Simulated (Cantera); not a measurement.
An adiabatic, constant-pressure homogeneous reactor starts with H2 : O2 : N2 = 1 : 0.658 : 2.47 (molar parts), at 1550 K and 7500 Torr. Integrator tolerance rtol = 1e-08.

Cantera simulation using the H2/O2 subset of GRI-Mech 3.0, which has no nitrogen chemistry; the numbers are that mechanism's predictions, not measurements. The hydrogen kinetics of GRI-Mech 3.0 are dated; newer H2 mechanisms differ, most at raised pressure.

Problem. What does this change do: pressure from 7500 Torr to 9000 Torr?

Solution. 
```json
[
 {"quantity": "time of steepest temperature rise", "before": "1.23 µs", "after": "1.06 µs"},
 {"quantity": "temperature at 8.00 s", "before": "2950 K", "after": "2961 K"},
 {"quantity": "equilibrium temperature", "before": "2950 K", "after": "2961 K"},
 {"quantity": "x(H2) at 8.00 s", "before": "0.0142 (gas-phase equilibrium 0.0142)", "after": "0.0136 (gas-phase equilibrium 0.0136)"},
 {"quantity": "x(O2) at 8.00 s", "before": "0.0410 (gas-phase equilibrium 0.0410)", "after": "0.0410 (gas-phase equilibrium 0.0410)"},
 {"quantity": "x(H2O2) at 8.00 s", "before": "2.46e-6 (gas-phase equilibrium 2.46e-6)", "after": "2.75e-6 (gas-phase equilibrium 2.75e-6)"},
 {"quantity": "x(HO2) at 8.00 s", "before": "3.12e-5 (gas-phase equilibrium 3.12e-5)", "after": "3.34e-5 (gas-phase equilibrium 3.34e-5)"},
 {"quantity": "x(H2O) at 8.00 s", "before": "0.239 (gas-phase equilibrium 0.239)", "after": "0.241 (gas-phase equilibrium 0.241)"},
 {"quantity": "x(O) at 8.00 s", "before": "0.00613 (gas-phase equilibrium 0.00613)", "after": "0.00581 (gas-phase equilibrium 0.00581)"}
]
```
The pressure lies above the range GRI-Mech 3.0 was tuned for (to about 10 atm).

Problem. What does this change do: N2 2.47 to 3.2 parts?

Solution. 
| quantity | before | after |
|---|---|---|
| time of steepest temperature rise | 1.23 µs | 1.46 µs |
| temperature at 8.00 s | 2950 K | 2815 K |
| equilibrium temperature | 2950 K | 2815 K |
| x(H2) at 8.00 s | 0.0142 (gas-phase equilibrium 0.0142) | 0.00825 (gas-phase equilibrium 0.00825) |
| x(O2) at 8.00 s | 0.0410 (gas-phase equilibrium 0.0410) | 0.0344 (gas-phase equilibrium 0.0344) |
| x(H2O2) at 8.00 s | 2.46e-6 (gas-phase equilibrium 2.46e-6) | 1.57e-6 (gas-phase equilibrium 1.57e-6) |
| x(HO2) at 8.00 s | 3.12e-5 (gas-phase equilibrium 3.12e-5) | 1.95e-5 (gas-phase equilibrium 1.95e-5) |
| x(H2O) at 8.00 s | 0.239 (gas-phase equilibrium 0.239) | 0.208 (gas-phase equilibrium 0.208) |
| x(O) at 8.00 s | 0.00613 (gas-phase equilibrium 0.00613) | 0.00340 (gas-phase equilibrium 0.00340) |
